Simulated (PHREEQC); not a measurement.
Consider water at 20 °C with 0.23 mol/kgw HCl, 0.0023 mol/kgw FeCl3 and 9e-05 mol/kgw CuCl2. Closed to the air; pH follows from the charge balance.

Equilibrium calculation in PHREEQC: ion-association model, wateq4f.dat.

This is a speciation only: nothing precipitates in the calculation.

**Question.** Estimate the pH, activity of water.

**Answer.** pH 0.74; activity of water 0.992.

**Question.** In which forms is Cu present?

**Answer.** Cu+2 86 %, CuCl+ 13 %, CuCl2 0.7 % of the Cu.

Complexes and solids missing from the database can't appear.
